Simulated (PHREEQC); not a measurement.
A solution holds 0.094 mol CuSO4, 0.0041 mol H2SO4 and 0.001 mol Na2SO4 per kg of water, at 50 °C. Closed to the air; pH follows from the charge balance.

Model: ion-association model, wateq4f.dat, run in PHREEQC.

No solid was allowed to form.

### Question
Estimate the pH, ionic strength.

### Answer
pH 2.74; ionic strength 0.196 mol/kgw.

### Question
In which forms is Cu present?

### Answer
Cu+2 51 %, CuSO4 49 % of the Cu.

Complexes and solids missing from the database can't appear. Away from 25 °C the constants follow the database's enthalpies or fits; those with neither stay at their 25 °C values.
